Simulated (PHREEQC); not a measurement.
Make-up at 25 °C: 5.3e-05 mol/kgw Ca(HCO3)2. Closed to the air; pH follows from the charge balance.

Equilibrium calculation in PHREEQC: ion-association model, phreeqc.dat.

```json
{
 "pH": "8.08",
 "ionic_strength": "0.000159 mol/kgw",
 "total_alkalinity": "0.106 meq/kg"
}
```

| species | molality | activity | log γ |
|---|---|---|---|
| HCO3- | 0.000103 | 0.000102 | -0.006 |
| Ca+2 | 5.29e-5 | 4.99e-5 | -0.025 |
| CO2 | 1.90e-6 | 1.90e-6 | 0.000 |
| OH- | 1.24e-6 | 1.22e-6 | -0.006 |
| CO3-2 | 6.12e-7 | 5.78e-7 | -0.025 |
| CaHCO3+ | 6.58e-8 | 6.49e-8 | -0.006 |
| CaCO3 | 4.84e-8 | 4.84e-8 | 0.000 |
| H+ | 8.39e-9 | 8.27e-9 | -0.006 |
| CaOH+ | 1.02e-9 | 1.00e-9 | -0.006 |

Precipitation was switched off in this run.
